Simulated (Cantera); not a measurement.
Charge: 1 mol SiH4, 0.73 mol CO2, a varied amount of N2, held at 1475 K and 0.00170 bar.

These are equilibrium values from Cantera (NASA tables, ideal gas, pure condensed phases), not measurements of a reactor. Candidate condensed phases: C, C6H6, C7H8, C8H18, H2O, Si, SiC, SiO2, Si2N2O, Si3N4; 151 gas species. N2 is the only nitrogen source here; it is nearly inert below about 1500 K, so the nitride shown seldom forms there in practice. Equilibrium is a limit: real reactors are often held back by kinetics, nucleation or transport.

Q: At 180 mol N2, list the 5 most abundant gas species with their mole fractions, and the condensed phases.

A: N2 0.983, H2 0.0109, CO 0.00399, SiO 0.00251, H 3.29e-5. Condensed: Si2N2O(s).
